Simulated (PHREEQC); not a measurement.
Dissolve 0.0054 mol/kgw HCl, 0.017 mol/kgw Al2(SO4)3 and 0.053 mol/kgw Na2SO4 at 25 °C. It is in equilibrium with CO2 at log p = -1 (atm). Otherwise closed; pH follows from the charge balance.

Model: ion-association model, phreeqc.dat, run in PHREEQC.

Task: The ionic strength comes out as 0.187 mol/kgw. What activity coefficients do Al(SO4)2-, H+, Na+, AlOH+2, Al+3 get?

Result: Al(SO4)2- 0.73, H+ 0.80, Na+ 0.75, AlOH+2 0.32, Al+3 0.13.

No solid was allowed to form.
